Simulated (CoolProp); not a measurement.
The fluid at 298.15 K and 0.66 MPa is compressed adiabatically to 1.68 MPa with isentropic efficiency 0.8. The same conditions are run with several fluids, on thermodynamics alone (safety and materials aside).

The numbers come from the reference Helmholtz-energy equation of state of each fluid (R115: Lemmon 2016; ethane: Bücker 2006; CF4 (R14): Platzer 1990; R404A: Lemmon 2003; hydrogen sulfide: Lemmon 2006) in CoolProp. The equations of Platzer and Polt are older, rougher fits. Blends and air are pseudo-pure fits.

| fluid | work (kJ/kg) | final temperature (K) | final density (kg/m³) |
|---|---|---|---|
| R115 | 15.6 | 332.8 | 130 |
| ethane | 97.3 | 356.3 | 18.4 |
| CF4 (R14) | 34.1 | 348.1 | 52.8 |
| R404A | 26.3 | 338.7 | 72.8 |
| hydrogen sulfide | 90.1 | 391.7 | 18.6 |
